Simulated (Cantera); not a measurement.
Input: 1 mol Al, 0.83 mol O2, 1.9 mol N2, held at 827 °C and 0.00133 bar.

Cantera equilibrium calculation (NASA polynomials, part measured and part estimated; ideal gas, pure solids and liquids). Candidate condensed phases: Al, AlN, Al2O3; 16 gas species. Kinetics and transport are ignored.

Problem. What is the equilibrium state?

Solution. 
* **x(N2)**: 0.960
* **x(O2)**: 0.0404
* **x(NO)**: 4.11e-5
* **n(Al2O3(s))**: 0.500 mol
* **gas amount**: 1.980 mol
* **log10 activity of Al(l) (absent)**: -28.33
